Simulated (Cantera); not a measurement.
A perfectly stirred reactor is fed with H2 : O2 = 0.035 : 1 (molar parts), equivalence ratio 0.018, at 0.0263 atm; it is held at 1325 K, and followed from long to short residence time.

Cantera simulation using GRI-Mech 3.0 (53 species, 325 reactions); the numbers are that mechanism's predictions, not measurements. Radical loss at walls, strong at low pressure, is not modelled. The temperature is held fixed by assumption; the heat of reaction is taken as removed at once.

x: mole fraction; the columns are a selection and need not sum to one.

```tsv
τ (s)	x H2	x O2	x H	x OH	x H2O
9.9	1.51e-5	0.965	6.70e-6	0.000466	0.0341
2.8	3.31e-5	0.964	2.34e-5	0.000707	0.0340
0.80	[?]	0.963	[?]	[?]	0.0337
0.23	0.000147	0.960	0.000249	0.00156	0.0332
0.065	0.000300	0.955	0.000709	0.00222	0.0324
0.018	0.000607	0.948	0.00162	0.00297	0.0311
0.0052	0.00127	0.943	0.00271	0.00373	0.0294
0.0015	0.00309	0.942	0.00362	0.00467	0.0266
0.00042	0.00841	0.945	0.00385	0.00557	0.0207
0.00012	[?]	0.957	[?]	[?]	[?]
```

### Question
What belongs in the gaps?

### Answer

- 0.80, x H2: 7.07e-5
- 0.80, x H: 7.88e-5
- 0.80, x OH: 0.00106
- 0.00012, x H2: 0.0223
- 0.00012, x H: 0.00193
- 0.00012, x OH: 0.00387
- 0.00012, x H2O: 0.00863
